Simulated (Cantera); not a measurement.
Charge: 1 mol c-C₄F₈, 1.1 mol HCl, 10 mol H₂, at 3448.15 K and 0.0480 Torr.

These are equilibrium values from Cantera (NASA tables, ideal gas, pure condensed phases), not measurements of a reactor. Candidate condensed phases: C, C₆H₆, C₇H₈, C₈H₁₈; 118 gas species. The feed counts by its element totals alone. Equilibrium is a limit: real reactors are often held back by kinetics, nucleation or transport.

Base state: H 0.616, F 0.232, C 0.116, Cl 0.0323, HF 0.00265, C₂ 0.000440, CF 0.000216, H₂ 8.85e-5 (mole fractions); condensed: gas only.

Problem. What changes in the equilibrium state with this change: H₂ from 10 to 1.5 mol?

Solution. 
```csv
species,before,after
F,0.232,0.464
H,0.616,0.237
C,0.116,0.229
Cl,0.0323,0.0643
C₃,1.43e-5,0.000110
H₂,8.85e-5,1.31e-5
CF,0.000216,0.000851
C₂,0.000440,0.00171
HF,0.00265,0.00205
```
